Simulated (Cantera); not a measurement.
Feed: 1 mol CuF₂, 1.4 mol N₂, at 1027 °C and 3.60 mbar.

Method: chemical equilibrium by Gibbs-energy minimisation in Cantera with the NASA 1993 tables (ideal gas, pure condensed phases). Candidate condensed phases: Cu, CuF₂; 11 gas species. The numbers say what is thermodynamically allowed, not how fast it happens.

Base state: N₂ 0.582, CuF₂ 0.412, CuF 0.00314, F 0.00314 (mole fractions); condensed: gas only.

Q: What changes in the equilibrium state with this change: temperature from 1027 °C to 1802 °C?

A: 
```tsv
species	before	after
N₂	0.582	0.422
F	0.00314	0.276
CuF	0.00314	0.273
CuF₂	0.412	0.0273
Cu	<1e-9	0.00142
```
